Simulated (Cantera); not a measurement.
# Reactions in the system Cl-N-Si

Standard-state values (1 bar) from the NASA 1993 polynomials, evaluated with Cantera. Values are per mole of reaction as written; species without (g) are pure solids or liquids, kept so even where they would boil at 1 bar.

6 SiCl₂(g) + 2 N₂(g) ⇌ 3 SiCl₄(g) + Si₃N₄

```json
[
 {"T (K)": "300", "ΔH° (kJ)": "-1721.3", "ΔS° (J/K)": "-965.3", "ΔG° (kJ)": "-1431.7", "log10 K": "249.28"},
 {"T (K)": "375", "ΔH° (kJ)": "-1720.5", "ΔS° (J/K)": "-963.0", "ΔG° (kJ)": "-1359.4", "log10 K": "189.35"},
 {"T (K)": "525", "ΔH° (kJ)": "-1716.8", "ΔS° (J/K)": "-954.9", "ΔG° (kJ)": "-1215.5", "log10 K": "120.93"},
 {"T (K)": "675", "ΔH° (kJ)": "-1710.7", "ΔS° (J/K)": "-944.8", "ΔG° (kJ)": "-1073.0", "log10 K": "83.03"},
 {"T (K)": "825", "ΔH° (kJ)": "-1702.9", "ΔS° (J/K)": "-934.3", "ΔG° (kJ)": "-932.1", "log10 K": "59.01"},
 {"T (K)": "975", "ΔH° (kJ)": "-1693.8", "ΔS° (J/K)": "-924.2", "ΔG° (kJ)": "-792.7", "log10 K": "42.47"},
 {"T (K)": "1125", "ΔH° (kJ)": "-1683.5", "ΔS° (J/K)": "-914.4", "ΔG° (kJ)": "-654.8", "log10 K": "30.40"},
 {"T (K)": "1275", "ΔH° (kJ)": "-1672.2", "ΔS° (J/K)": "-905.0", "ΔG° (kJ)": "-518.4", "log10 K": "21.24"},
 {"T (K)": "1425", "ΔH° (kJ)": "-1660.3", "ΔS° (J/K)": "-896.1", "ΔG° (kJ)": "-383.3", "log10 K": "14.05"},
 {"T (K)": "1575", "ΔH° (kJ)": "-1647.8", "ΔS° (J/K)": "-887.8", "ΔG° (kJ)": "-249.5", "log10 K": "8.27"},
 {"T (K)": "1725", "ΔH° (kJ)": "-1635.0", "ΔS° (J/K)": "-880.1", "ΔG° (kJ)": "-116.9", "log10 K": "3.54"},
 {"T (K)": "1875", "ΔH° (kJ)": "-1622.0", "ΔS° (J/K)": "-872.8", "ΔG° (kJ)": "14.6", "log10 K": "-0.41"}
]
```
